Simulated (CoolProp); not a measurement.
The fluid at 298.15 K and 2.27 MPa (liquid) is heated at constant pressure to 363.1 K. The same conditions are run with several fluids, on thermodynamics alone (safety and materials aside).

Computed with CoolProp (reference Helmholtz-energy equation of state of each fluid (R125: Lemmon 2005; R1224YDZ: Akasaka 2023; R113: Marx 1992; n-nonane: Lemmon 2006; the fluoroketone C6F12O (FK-5-1-12): McLinden 2015)).

Question: Rank R125, R1224YDZ, R113, n-nonane, the fluoroketone C6F12O (FK-5-1-12) by heat (kJ/kg), highest first.

Answer: R125 (167), n-nonane (151), R1224YDZ (79.1), the fluoroketone C6F12O (FK-5-1-12) (73.0), R113 (61.5)

```
fluid                                final phase  final density (kg/m³)
-----------------------------------  -----------  ---------------------
R125                                         gas                    112
R1224YDZ                                  liquid                   1170
R113                                      liquid                   1410
n-nonane                                  liquid                    665
the fluoroketone C6F12O (FK-5-1-12)       liquid                   1400
```
